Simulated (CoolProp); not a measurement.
Vapour-liquid equilibrium of carbon dioxide (1) + CH3F (R41) (2) at 251.7 K; x and y are mole fractions of (1).

Model: multi-fluid Helmholtz-energy mixture model, Span 1996 and Lemmon 2006; pair parameters Bell 2016, in CoolProp.

| x | bubble pressure (kPa) | y at the bubble point | dew pressure at overall composition x (kPa) | liquid density (mol/L) |
|---|---|---|---|---|
| 0.05 | 1125 | 0.075 | 1112 | 21.97 |
| 0.15 | 1198 | 0.211 | 1164 | 22.12 |
| 0.25 | 1269 | 0.334 | 1220 | 22.28 |
| 0.35 | 1341 | 0.447 | 1279 | 22.45 |
| 0.45 | 1414 | 0.551 | 1343 | 22.63 |
| 0.55 | 1490 | 0.648 | 1414 | 22.81 |
| 0.65 | 1570 | 0.739 | 1492 | 22.99 |
| 0.75 | 1654 | 0.823 | 1580 | 23.17 |
| 0.85 | 1742 | 0.900 | 1684 | 23.35 |
| 0.95 | 1835 | 0.969 | 1809 | 23.51 |

No azeotrope shows between x = 0.05 and 0.95.

The pair parameters rest on a limited set of measurements; away from them the model extrapolates.
